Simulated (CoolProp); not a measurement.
Values from CoolProp's reference Helmholtz-energy equation of state, Lemmon 2006. It is a short technical equation, of lower accuracy than the large ones.

Problem. Give the vapour pressure (bar), liquid cp (kJ/(kg K)), liquid viscosity (µPa s) of saturated toluene at 250.65 °C.

Solution. 
```tsv
T (°C)	p (bar)	liquid cp (kJ/(kg K))	liquid viscosity (µPa s)
250.65	16.9	2.70	98.0
```

Viscosity comes from a separate model (Avgeri 2015).
